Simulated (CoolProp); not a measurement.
Water along the isotherm 400.9 K: fugacity coefficient from the reference equation and from simpler models built on Tc = 647.1 K, pc = 22.06 MPa, ω = 0.344; each cubic takes its own stable root.

Values from CoolProp's reference Helmholtz-energy equation of state, Wagner 2002.

```csv
p (MPa),phase,reference
4.6,liquid,0.05479
9.19,liquid,0.02816
13.8,liquid,0.01925
18.4,liquid,0.01483
23,liquid,0.01218
27.6,liquid,0.01042
32.2,liquid,0.009164
36.8,liquid,0.008231
41.4,liquid,0.007509
46,liquid,0.006936
50.6,liquid,0.006471
55.2,liquid,0.006087
```

How far does each simpler model (van der Waals, Redlich-Kwong, Soave-Redlich-Kwong, Peng-Robinson) lie from the reference over these 12 states: mean and median of the absolute difference, and the worst?


- van der Waals: mean 896.0 %, median 892.6 %, worst +1052.5 % at 400.9 K and 55.2 MPa
- Redlich-Kwong: mean 163.5 %, median 163.4 %, worst +179.6 % at 400.9 K and 55.2 MPa
- Soave-Redlich-Kwong: mean 3.4 %, median 2.8 %, worst +7.9 % at 400.9 K and 55.2 MPa
- Peng-Robinson: mean 2.1 %, median 1.7 %, worst +4.8 % at 400.9 K and 55.2 MPa
